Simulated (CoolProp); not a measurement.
Properties of vinyl chloride at several states.

Computed with CoolProp (reference Helmholtz-energy equation of state, Thol 2022).

| T (K) | p (kPa) | phase | cp (kJ/(kg K)) | speed of sound (m/s) | isothermal compressibility (1/MPa) | expansivity (1/kK) |
|---|---|---|---|---|---|---|
| 151.7 | 652 | liquid | 1.645 | 1598 | 0.0005611 | 1.684 |
| 167.7 | 662 | liquid | 1.577 | 1518 | ___ | 1.653 |
| 382.7 | 22.8 | gas | ___ | 241.8 | 43.94 | 2.628 |
| 171.7 | 6840 | liquid | 1.562 | 1516 | ___ | 1.616 |
| 354.3 | 151 | gas | 0.9772 | 231.2 | 6.730 | 2.967 |
| 266.4 | 50.8 | gas | 0.8105 | 204.4 | 19.95 | 3.920 |

Task: Fill in the missing entries.

Result: 
- 167.7, isothermal compressibility (1/MPa): 0.0006396
- 382.7, cp (kJ/(kg K)): 1.014
- 171.7, isothermal compressibility (1/MPa): 0.0006387
